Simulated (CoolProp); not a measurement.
n-perfluorobutane along the isotherm 193.4 K: Z from the reference equation and from simpler models built on Tc = 386.3 K, pc = 23.22 bar, ω = 0.372; each cubic takes its own stable root.

The numbers come from the reference Helmholtz-energy equation of state, Gao 2022 in CoolProp.

```tsv
p (bar)	phase	reference	van der Waals	Soave-Redlich-Kwong	Peng-Robinson
0.316	liquid	0.002509	0.9801	0.002700	0.002402
0.477	liquid	0.003787	0.9697	0.004076	0.003626
0.72	liquid	0.005717	0.009449	0.006152	0.005473
1.09	liquid	0.008654	0.01430	0.009313	0.008286
1.64	liquid	0.01302	0.02151	0.01401	0.01247
2.47	liquid	0.01961	0.03238	0.02110	0.01877
3.73	liquid	0.02960	0.04885	0.03186	0.02834
5.62	liquid	0.04459	0.07352	0.04798	0.04269
8.48	liquid	0.06726	0.1107	0.07236	0.06439
12.8	liquid	0.1015	0.1667	0.1092	0.09714
19.3	liquid	0.1528	0.2504	0.1644	0.1463
29.1	liquid	0.2301	0.3755	0.2475	0.2204
43.9	liquid	0.3465	0.5624	0.3725	0.3318
66.3	liquid	0.5217	0.8412	0.5607	0.4998
100	liquid	0.7835	1.253	0.8418	0.7509
```

At some of these states van der Waals gives the other phase, because its saturation line lies elsewhere.
